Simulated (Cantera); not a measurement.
A closed system holds: 1 mol Fe3O4, 1.3 mol HCl, 0.99 mol H2, held at 1075 K and 135 Torr.

These are equilibrium values from Cantera (NASA tables, ideal gas, pure condensed phases), not measurements of a reactor. Candidate condensed phases: Fe, FeCl2, FeCl3, FeO, Fe(OH)2, Fe(OH)3, Fe2O3, Fe3O4, H2O; 22 gas species. Mutual solubility and eutectic melting of coexisting phases are not modelled. The tables' stoichiometric FeO is somewhat more stable than real wüstite, so its field is too wide. FeO: taken at fixed stoichiometry. Equilibrium is a limit: real reactors are often held back by kinetics, nucleation or transport.

Base state: HCl 0.505, H2O 0.438, FeCl2 0.0304, H2 0.0262, Fe2Cl4 0.000572, FeCl3 5.37e-5 (mole fractions); condensed: FeO(s) + Fe3O4(s).

Problem. What changes in the equilibrium state with this change: Fe3O4 replaced by TiO2?

Solution. 
```tsv
species	before	after
HCl	0.505	0.565
H2	0.0262	0.433
H2O	0.438	0.00156
FeCl2	0.0304	0
TiCl4	0	0.000769
Fe2Cl4	0.000572	0
FeCl3	5.37e-5	0
FeO(s), mol	2.72	0
Fe3O4(s), mol	0.0699	0
TiO2(rutile), mol	0	0.998
```
Condensed phases not in the tables: TiOCl. Further candidate phases: Ti, TiCl2, TiCl3, TiCl4, TiO, TiO2, Ti2O3, Ti3O5, Ti4O7.
